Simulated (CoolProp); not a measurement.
Values from CoolProp's reference Helmholtz-energy equation of state, Wu 2012.

**Question.** For fluoroethane (R161), give the phase and the density (kg/m³), cv (kJ/(kg K)), Joule-Thomson coefficient (K/MPa), isothermal compressibility (1/MPa) at 208.2 K and 0.625 MPa; 208.2 K and 1.25 MPa; 208.2 K and 3.12 MPa.

**Answer.** 
- 208.2 K and 0.625 MPa: liquid; density 856, cv 1.35, Joule-Thomson coefficient -0.414, isothermal compressibility 0.00103
- 208.2 K and 1.25 MPa: liquid; density 856, cv 1.35, Joule-Thomson coefficient -0.414, isothermal compressibility 0.00102
- 208.2 K and 3.12 MPa: liquid; density 858, cv 1.36, Joule-Thomson coefficient -0.417, isothermal compressibility 0.00100
